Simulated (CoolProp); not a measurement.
Properties of trans-2-butene along the isobar 101 kPa (Tc = 155.5 °C, pc = 4019 kPa, ω = 0.210).

Computed with CoolProp (reference Helmholtz-energy equation of state, Lemmon 2005). It is a short technical equation, of lower accuracy than the large ones.

```tsv
T (°C)	phase	density (kg/m³)	cp (kJ/(kg K))	cv (kJ/(kg K))	isothermal compressibility (1/MPa)	expansivity (1/kK)
147.55	gas	1.635	2.024	1.869	9.995	2.451
157.95	gas	1.595	2.060	___	9.987	2.386
168.45	gas	1.556	___	1.943	9.981	2.325
178.85	gas	1.519	2.132	1.979	9.975	2.267
189.25	gas	1.484	2.167	2.014	9.969	2.212
199.65	gas	1.451	2.202	2.049	9.964	2.160
210.15	gas	1.419	2.237	2.085	9.960	2.110
220.55	gas	1.388	___	___	9.956	2.063
230.95	gas	1.359	2.305	2.153	9.952	2.018
241.45	gas	1.331	2.338	2.187	9.948	1.975
251.85	gas	1.304	2.371	2.220	9.945	1.934
```

Problem. What belongs in the gaps?

Solution. 
- 157.95, cv (kJ/(kg K)): 1.906
- 168.45, cp (kJ/(kg K)): 2.096
- 220.55, cp (kJ/(kg K)): 2.271
- 220.55, cv (kJ/(kg K)): 2.119
